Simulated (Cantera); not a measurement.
Cantera run:

```python
import numpy as np
import cantera as ct

gas_names = [...]  # 109 gases of nasa_gas.yaml made of C, Cl, H, Si
cond_names = """
    C(gr) C6H6(L) C7H8(L) C8H18(L),n-octa Si(cr) Si(L) SiC(b)
""".split()


# ... load() reads the species with a 1 bar reference pressure and builds the phases ...
atoms = {
    '(CH3)2SiCl2': {'C': 2, 'H': 6, 'Si': 1, 'CL': 2},
    'HCl': {'H': 1, 'CL': 1},
    'H2': {'H': 2},
}
top_T = {'C(gr)': 4500, 'SiC(b)': 3050}  # K; cautious upper limits of use, not melting points


# ... equilibrate(T, P, feed) seeds the gas with the atoms and calls Mixture.equilibrate('TP', solver="vcs", rtol=1e-11, max_steps=5000) ...
results = []
feed = {'(CH3)2SiCl2': 1, 'HCl': 0.053, 'H2': 260}  # mol
T = 2300  # K
P = 1333.22  # Pa
mix = equilibrate(T, P, feed)
results.append((T, P, feed, dict(zip(mix.species_names, mix.species_moles))))
print(gas.report(threshold=0.0001))
for i in range(1, mix.n_phases):
    print(f"{mix.phase(i).name:16s} {mix.phase_moles(i):12.5e} mol")
```

Result:

```
       temperature   2300 K
          pressure   1333.2 Pa
           density   0.00016544 kg/m^3
  mean mol. weight   2.373 kg/kmol
   phase of matter   gas

                          1 kg             1 kmol
                     ---------------   ---------------
          enthalpy        3.4161e+07        8.1065e+07  J
   internal energy        2.6103e+07        6.1942e+07  J
           entropy             97092         2.304e+05  J/K
    Gibbs function       -1.8915e+08       -4.4885e+08  J
 heat capacity c_p             14385             34137  J/K
 heat capacity c_v             10882             25822  J/K

                      mass frac. Y      mole frac. X     chem. pot. / RT
                     ---------------   ---------------   ---------------
    C2H2,acetylene          0.035349         0.0032216            -30.69
                CL         0.0065976        0.00044164           -28.719
                 H          0.033888          0.079778           -12.176
               HCL           0.10701          0.006965           -40.894
                H2           0.76971           0.90601           -24.351
                Si          0.035308         0.0029833           -9.8156
              SiC2         0.0074413        0.00033888           -16.155
               SiH         0.0014765        0.00012043           -21.991
     [ +101 minor]         0.0032234        0.00013862

C(gr)             0.00000e+00 mol
Si(L)             0.00000e+00 mol
SiC(b)            0.00000e+00 mol
```

Method: chemical equilibrium by Gibbs-energy minimisation in Cantera with the NASA 1993 tables (ideal gas, pure condensed phases). The feed counts by its element totals alone. The tables' values for SiCl are old estimates; treat these amounts as uncertain. Gases not in the tables: Si2H6 and higher silanes.
